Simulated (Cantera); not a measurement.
Input: 1 mol TiO₂, 0.41 mol CH₄, 0.33 mol CO, 0.6 mol C, held at 95.0 mbar.

Points: T (K) = 1698, 1773, 1848, 1923, 1998, 2073, 2148, 2223, 2298, 2373, 2448, 2523, 2598, 2673.

Cantera's Mixture.equilibrate('TP', solver="vcs", rtol=1e-11, max_steps=5000) on the NASA tables stopped like this:

```
*******************************************************************************
CanteraError thrown by VCS_SOLVE::solve_tp_inner:
vcs_solve_TP: ERROR on step change wt[115:Ti4O7(s)]: -6.938893903907228e-18 < 0.0
*******************************************************************************
```

Question: What got this run through?

Answer: Several could match; the one computed here: The failure is numerical, not chemical. The same input converged with solver="gibbs", rtol=1e-10, max_steps=50000, and the result passed a check of the equilibrium conditions:
```
log10 of partial pressures in bar; condensed amounts in mol
       T/K        CO        H2         H       TiO        Ti    TiC(s)    TiO(L)  Ti2O3(b)
      1698    -1.258    -1.400    -4.540    -9.155   -11.087    0.2041         0    0.3979
      1773    -1.258    -1.400    -4.246    -8.317   -10.049    0.2041         0    0.3979
      1848    -1.259    -1.401    -3.976    -7.550    -9.097    0.2041         0    0.3979
      1923    -1.259    -1.401    -3.727    -6.844    -8.221    0.2041         0    0.3979
      1998    -1.259    -1.402    -3.496    -6.194    -7.412    0.2041         0    0.3979
      2073    -1.231    -1.446    -3.303    -5.670    -6.716  0.005181    0.9948         0
      2148    -1.232    -1.449    -3.104    -5.224    -6.076  0.005155    0.9947         0
      2223    -1.233    -1.452    -2.920    -4.810    -5.480  0.005111    0.9945         0
      2298    -1.235    -1.457    -2.747    -4.424    -4.924     0.005    0.9939         0
      2373    -1.237    -1.465    -2.587    -4.064    -4.404  0.004673    0.9924         0
      2448    -1.240    -1.475    -2.439    -3.728    -3.917  0.003714    0.9891         0
      2523    -1.245    -1.490    -2.301    -3.413    -3.458  0.001021    0.9817         0
      2598    -1.251    -1.509    -2.174    -3.118    -3.356         0    0.9711         0
      2673    -1.260    -1.534    -2.057    -2.840    -3.332         0     0.953         0
```

The gas is ideal and each condensed phase is pure. Mutual solubility and eutectic melting of coexisting phases are not modelled. TiC, TiO: taken at fixed stoichiometry. Condensed phases not in the tables: solid solutions among these carbides, nitrides and lower oxides.
